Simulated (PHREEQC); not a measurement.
Solution (25 °C): 0.025 mol CuCl2, 0.041 mol HNO3 and 0.00023 mol Na2SO4 per kg of water. Closed to the air; pH follows from the charge balance.

The numbers come from PHREEQC with the ion-association model, phreeqc.dat.

Precipitation was switched off in this run.

**Question.** Order these S species by the share of S that they hold, largest first: HSO4-, CuSO4, SO4-2.

**Answer.** HSO4- (48 %), SO4-2 (32 %), CuSO4 (21 %)

The pH is 1.48 and the ionic strength 0.114 mol/kgw. Complexes and solids missing from the database can't appear.
